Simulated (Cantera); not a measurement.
An isothermal plug-flow reactor at 1198 K and 2.30 bar (inlet), inlet velocity 0.13 m/s, active area per volume 1700 1/m; feed CH₄ : O₂ : N₂ = 0.0031 : 0.14 : 0.79 (molar parts).

Detailed kinetics in Cantera: Deutschmann's 1995 Pt surface mechanism with GRI-Mech 3.0 gas chemistry. Catalytic surfaces can have several steady states; this one follows from the mechanism file's or the stated starting coverage. Mass transfer to the wall is taken as infinitely fast.

One state of this run: x CH₄ = 4.70e-12; x O₂ = 0.143; x H₂O = 0.00664; x CO₂ = 0.00332; x CO = 1.27e-10; θ free Pt = 0.334; θ O* = 0.664; θ OH* = 0.00146. x: gas mole fraction; θ: surface coverage.

Q: Which value of z (m) does it belong to?
(A) 0.0028
(B) 0.006
(C) 0.0006
(D) 0.028

A: D, 0.028
